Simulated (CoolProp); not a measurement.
Properties of carbonyl sulfide along the isobar 0.919 MPa (Tc = 105.6 °C, pc = 6.369 MPa, ω = 0.098).

Values from CoolProp's reference Helmholtz-energy equation of state, Lemmon 2006. It is a short technical equation, of lower accuracy than the large ones.

| T (°C) | phase | density (kg/m³) | cp (kJ/(kg K)) | cv (kJ/(kg K)) | isothermal compressibility (1/MPa) | fugacity coefficient |
|---|---|---|---|---|---|---|
| -13.95 | liquid | 1094 | 1.238 | 0.7017 | 0.002151 | 0.4296 |
| -3.95 | liquid | 1069 | 1.263 | 0.7022 | 0.002519 | 0.5788 |
| 6.15 | liquid | 1043 | 1.294 | 0.7034 | 0.003000 | 0.7608 |
| 16.25 | gas | 26.20 | 0.8401 | 0.5980 | 1.268 | 0.8902 |
| 26.35 | gas | 24.91 | 0.8199 | 0.5960 | 1.240 | 0.9013 |
| 36.45 | gas | 23.77 | 0.8077 | 0.5968 | 1.219 | 0.9110 |
| 46.55 | gas | 22.76 | 0.8002 | 0.5992 | 1.202 | 0.9194 |
| 56.65 | gas | 21.86 | 0.7959 | 0.6027 | 1.189 | 0.9267 |
| 66.75 | gas | 21.04 | 0.7936 | 0.6067 | 1.177 | 0.9332 |
| 76.75 | gas | 20.29 | 0.7929 | 0.6111 | 1.168 | 0.9389 |
| 86.85 | gas | 19.60 | 0.7932 | 0.6157 | 1.160 | 0.9440 |
| 96.95 | gas | 18.97 | 0.7942 | 0.6205 | 1.153 | 0.9485 |
